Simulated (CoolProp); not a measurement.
Saturated liquid density (kg/m³) of dodecamethylcyclohexasiloxane (D6): the reference equation beside estimates from Tc = 645.8 K, pc = 0.9614 MPa, ω = 0.736. Rackett uses Z = 0.29056 − 0.08775 ω.

Values from CoolProp's reference Helmholtz-energy equation of state, Colonna 2008. It is a short technical equation, of lower accuracy than the large ones.

```tsv
T (K)	reference	Rackett	van der Waals	Redlich-Kwong	Soave-Redlich-Kwong	Peng-Robinson
370.6	888.0	1131	499.7	737.6	797.6	895.9
377	880.8	1122	496.5	732.1	793.3	891.4
383.4	873.5	1113	493.2	726.5	788.9	886.6
389.8	866.2	1104	489.9	720.8	784.3	881.8
396.3	858.8	1095	486.5	714.9	779.5	876.7
402.7	851.5	1086	483.0	709.0	774.7	871.5
409.1	844.1	1077	479.6	703.0	769.7	866.2
415.6	836.5	1067	476.0	696.7	764.5	860.6
422	829.0	1058	472.4	690.4	759.2	854.9
428.4	821.4	1048	468.8	684.1	753.7	849.0
```

Absolute difference from the reference over all 10 rows, mean and median: Rackett 27.5 and 27.5 %, van der Waals 43.3 and 43.3 %, Redlich-Kwong 16.8 and 16.7 %, Soave-Redlich-Kwong 9.2 and 9.1 %, Peng-Robinson 2.2 and 2.2 %.
